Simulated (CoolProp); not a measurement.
The fluid at 615 K and 1.61 MPa flows at 21 m/s in a round tube of 2 mm bore and 0.25 µm roughness, fully developed (64/Re and Nu = 3.66 if laminar; Colebrook and Gnielinski if turbulent). The same conditions are run with several fluids, on thermodynamics alone (safety and materials aside).

The numbers come from the reference Helmholtz-energy equation of state of each fluid (o-xylene: Zhou 2012; benzene: Thol 2012; n-pentane: Thol 2019; ethylbenzene: Zhou 2012; methanol: de Reuck 1993) in CoolProp.

```json
[
 {"fluid": "o-xylene", "Reynolds number": "124000", "Darcy friction factor": "0.0179", "pressure drop (Pa/m)": "82500", "heat-transfer coefficient (W/(m² K))": "5340", "mass flow (kg/h)": "9.92"},
 {"fluid": "benzene", "Reynolds number": "72500", "Darcy friction factor": "0.0198", "pressure drop (Pa/m)": "58800", "heat-transfer coefficient (W/(m² K))": "3330", "mass flow (kg/h)": "6.40"},
 {"fluid": "n-pentane", "Reynolds number": "?", "Darcy friction factor": "0.0196", "pressure drop (Pa/m)": "?", "heat-transfer coefficient (W/(m² K))": "4340", "mass flow (kg/h)": "5.76"},
 {"fluid": "ethylbenzene", "Reynolds number": "114000", "Darcy friction factor": "0.0182", "pressure drop (Pa/m)": "81900", "heat-transfer coefficient (W/(m² K))": "5110", "mass flow (kg/h)": "9.70"},
 {"fluid": "methanol", "Reynolds number": "21700", "Darcy friction factor": "0.0257", "pressure drop (Pa/m)": "?", "heat-transfer coefficient (W/(m² K))": "1690", "mass flow (kg/h)": "2.48"}
]
```

Question: What belongs in the gaps?

Answer: 
- n-pentane, Reynolds number: 77400
- n-pentane, pressure drop (Pa/m): 52300
- methanol, pressure drop (Pa/m): 29500

Transport values come from each fluid's own correlations; those of n-pentane, ethylbenzene are estimates that may be off by 10 % or more.
